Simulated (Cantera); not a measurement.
Input (Python, Cantera):

```python
import numpy as np
import cantera as ct

gas = ct.Solution("gri30.yaml")
gas.TPX = 450, 160000, {'CH3OH': 1, 'O2': 1.07, 'N2': 4.03}
flame = ct.FreeFlame(gas, width=0.029)
flame.set_refine_criteria(ratio=3, slope=0.08, curve=0.16)
flame.transport_model = "unity-Lewis-number"
flame.solve(loglevel=0, auto=True)
z, T = flame.grid, flame.T
thick = (T[-1] - T[0]) / np.gradient(T, z).max()
show = ['CH3OH', 'O2', 'C2H4', 'O', 'CH2O', 'H2']
print(f"laminar burning velocity  {flame.velocity[0] * 100:.3f} cm/s")
print(f"burnt temperature         {T[-1]:.1f} K")
print(f"thermal thickness         {thick * 1e3:.4f} mm")
print(f"grid points               {len(z)}")
z0 = z[flame.heat_release_rate.argmax()]
print(f"{'z/mm':>9s}{'T/K':>9s}{'u/(m/s)':>9s}" + "".join(f"{s:>11s}" for s in show))
rows = []
for k in (-3, -2, -1.5, -1, -0.5, -0.25, 0, 0.25, 0.5, 1, 2, 4, 8):
    zz = z0 + k * thick
    rows.append([k * thick, np.interp(zz, z, T), np.interp(zz, z, flame.velocity),
                 *(np.interp(zz, z, flame.X[gas.species_index(s)]) for s in show)])
    print(f"{rows[-1][0] * 1e3:9.3f}{rows[-1][1]:9.1f}{rows[-1][2]:9.3f}" + "".join(f"{x:11.3e}" for x in rows[-1][3:]))
```

It prints:

```
laminar burning velocity  51.462 cm/s
burnt temperature         2121.2 K
thermal thickness         0.2532 mm
grid points               146
     z/mm      T/K  u/(m/s)      CH3OH         O2       C2H4          O       CH2O         H2
   -0.760    450.9    0.516  1.638e-01  1.753e-01  4.123e-09  2.671e-20  7.316e-06  5.396e-05
   -0.506    456.3    0.522  1.631e-01  1.747e-01  2.813e-08  1.866e-18  4.991e-05  3.681e-04
   -0.380    473.4    0.543  1.610e-01  1.728e-01  1.039e-07  8.766e-17  1.844e-04  1.360e-03
   -0.253    571.7    0.663  1.482e-01  1.616e-01  5.484e-07  1.070e-13  9.730e-04  7.177e-03
   -0.127    978.9    1.197  9.319e-02  1.134e-01  2.467e-06  2.454e-09  4.377e-03  3.230e-02
   -0.063   1346.9    1.732  4.375e-02  6.972e-02  4.173e-06  1.871e-06  7.225e-03  5.486e-02
    0.000   1724.4    2.321  2.907e-03  2.804e-02  4.742e-06  4.093e-04  2.743e-03  6.819e-02
    0.063   1855.3    2.499  2.033e-06  9.285e-03  2.585e-07  1.704e-03  1.167e-05  5.083e-02
    0.127   1910.8    2.563  1.381e-08  4.447e-03  3.685e-09  1.695e-03  2.792e-07  4.858e-02
    0.253   1974.3    2.635  6.045e-11  2.249e-03  2.782e-12  1.088e-03  3.831e-09  4.984e-02
    0.506   2032.6    2.700  4.953e-14  1.063e-03  2.602e-15  5.168e-04  2.326e-09  4.987e-02
    1.013   2076.0    2.748  2.003e-14  3.918e-04  2.872e-18  1.851e-04  2.276e-09  4.943e-02
    2.026   2101.2    2.775  1.886e-14  1.193e-04  3.757e-20  5.557e-05  2.284e-09  4.927e-02
```

Computed with Cantera and GRI-Mech 3.0 (53 species, 325 reactions). GRI-Mech 3.0 was tuned for natural gas; its chemistry of methanol as a main component is partial and can be far from experiment. Unity Lewis numbers drop preferential diffusion, which matters most where H2 and H carry the flame. Burning velocities carry a grid error of a few per cent, more on coarse grids.
